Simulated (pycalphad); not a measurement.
Computed with pycalphad from the COST 507 light-alloy database (1999), at 1 atm. These are 1990s assessments: newer ones move some temperatures and phases. The system is extrapolated from its subsystems; higher-order compounds may be missing.

**Al-5.45Sn-0.37Si (at.%): equilibrium cooling sequence**

```tsv
T (K)	phases above	phases below
901.9	liquid	fcc + liquid
709.3	fcc + liquid	diamond (Si) + fcc + liquid
502.4	diamond (Si) + fcc + liquid	bct (Sn) + diamond (Si) + fcc
```

Changes were sought between steps of 50 K, so a narrower field can be missed.
